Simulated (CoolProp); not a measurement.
A single-stage vapour-compression cycle with R227EA: evaporating at 302.15 K (dew point), condensing at 333.15 K (bubble point), superheat 0 K, subcooling 0 K, compressor efficiency 0.9, no pressure losses. Each further row changes one setting.

Computed with CoolProp (reference Helmholtz-energy equation of state, Lemmon 2016).

```json
[
 {"case": "as stated", "cooling COP": "6.43", "pressure ratio": "2.29", "discharge temperature (K)": "333.1", "refrigerating effect (kJ/kg)": "70.4", "volumetric capacity (kJ/m³)": "2880"},
 {"case": "evaporating temperature 307.15 K", "cooling COP": "8.12", "pressure ratio": "1.98", "discharge temperature (K)": "333.1", "refrigerating effect (kJ/kg)": "73.4", "volumetric capacity (kJ/m³)": "3480"},
 {"case": "condensing temperature 328.15 K", "cooling COP": "8.16", "pressure ratio": "2.03", "discharge temperature (K)": "328.2", "refrigerating effect (kJ/kg)": "77.0", "volumetric capacity (kJ/m³)": "3150"},
 {"case": "subcooling 5 K", "cooling COP": "7.03", "pressure ratio": "2.29", "discharge temperature (K)": "333.1", "refrigerating effect (kJ/kg)": "77.0", "volumetric capacity (kJ/m³)": "3150"},
 {"case": "superheat 10 K", "cooling COP": "6.73", "pressure ratio": "2.29", "discharge temperature (K)": "336.3", "refrigerating effect (kJ/kg)": "79.5", "volumetric capacity (kJ/m³)": "3070"},
 {"case": "compressor efficiency 0.8", "cooling COP": "5.71", "pressure ratio": "2.29", "discharge temperature (K)": "333.1", "refrigerating effect (kJ/kg)": "70.4", "volumetric capacity (kJ/m³)": "2880"}
]
```

The compression ends wet for: as stated; evaporating temperature 307.15 K; condensing temperature 328.15 K; subcooling 5 K; compressor efficiency 0.8.
